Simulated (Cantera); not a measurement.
A closed system holds: 1 mol Al, 0.086 mol H2O, 0.023 mol O2, at 1050 °C and 3.40 bar.

Equilibrium computed with Cantera from the NASA thermochemical tables; the gas is ideal and each condensed phase is pure. Candidate condensed phases: Al, Al2O3, H2O; 19 gas species. Mutual solubility and eutectic melting of coexisting phases are not modelled. Kinetics and transport are ignored.

Base state: H2 1.000 (mole fractions); condensed: Al(l) + Al2O3(s).

Question: What changes in the equilibrium state with this change: O2 from 0.023 to 1.5 mol?

Answer: 
| species | before | after |
|---|---|---|
| O2 | <1e-9 | 0.897 |
| H2O | <1e-9 | 0.103 |
| OH | <1e-9 | 1.46e-5 |
| H2 | 1.000 | 7.64e-9 |
| Al(l), mol | 0.912 | 0 |
| Al2O3(s), mol | 0.0440 | 0.500 |
Gases not in the tables: Al(OH)3.
